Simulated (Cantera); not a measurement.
Feed: 1 mol TiCl4, 0.93 mol C3H8, held at 1727 °C and 37.0 Pa.

Equilibrium computed with Cantera from the NASA thermochemical tables; the gas is ideal and each condensed phase is pure. Candidate condensed phases: C, C6H6, C7H8, C8H18, Ti, TiC, TiCl2, TiCl3, TiCl4; 96 gas species. The tables' values for TiCl2 are old estimates; treat these amounts as uncertain. TiC: taken at fixed stoichiometry. Rates play no part.

Base state: HCl 0.581, H2 0.300, Cl 0.0668, H 0.0463, TiCl2 0.00325, TiCl3 0.00187, C2H2 (acetylene) 0.000231, TiCl 0.000103 (mole fractions); condensed: C(graphite) + TiC(s).

Problem. What changes in the equilibrium state with this change: C3H8 from 0.93 to 2 mol?

Solution. 
| species | before | after |
|---|---|---|
| H2 | 0.300 | 0.556 |
| HCl | 0.581 | 0.350 |
| H | 0.0463 | 0.0630 |
| Cl | 0.0668 | 0.0296 |
| TiCl2 | 0.00325 | 0.000635 |
| TiCl3 | 0.00187 | 0.000162 |
| TiCl | 0.000103 | 4.55e-5 |
| C2H2 (acetylene) | 0.000231 | 0.000427 |
| C(graphite), mol | 1.82 | 5.00 |
| TiC(s), mol | 0.968 | 0.991 |

Problem. What changes in the equilibrium state with this change: C3H8 from 0.93 to 1.2 mol?

Solution. 
```csv
species,before,after
HCl,0.581,0.501
H2,0.300,0.392
H,0.0463,0.0529
Cl,0.0668,0.0504
TiCl2,0.00325,0.00185
TiCl3,0.00187,0.000802
TiCl,0.000103,7.76e-5
C2H2 (acetylene),0.000231,0.000301
"C(graphite), mol",1.82,2.62
"TiC(s), mol",0.968,0.980
```
